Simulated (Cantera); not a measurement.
An adiabatic, constant-volume homogeneous reactor starts with CH₄ : CO : O₂ : N₂ = 1.5 : 0.061 : 2.09 : 7.87 (molar parts), equivalence ratio 1.5, at 1348 K and 1800 Torr.

Computed with Cantera and GRI-Mech 3.0 (53 species, 325 reactions).

Predict: time of steepest temperature rise; temperature at 4.00 s; equilibrium temperature; x(CO) at 4.00 s; x(O₂) at 4.00 s; x(CO₂) at 4.00 s; x(O) at 4.00 s.


- time of steepest temperature rise: 3.72 ms
- temperature at 4.00 s: 2936 K
- equilibrium temperature: 2936 K
- x(CO) at 4.00 s: 0.0915 (gas-phase equilibrium 0.0915)
- x(O₂) at 4.00 s: 0.00147 (gas-phase equilibrium 0.00147)
- x(CO₂) at 4.00 s: 0.0320 (gas-phase equilibrium 0.0320)
- x(O) at 4.00 s: 0.00146 (gas-phase equilibrium 0.00146)
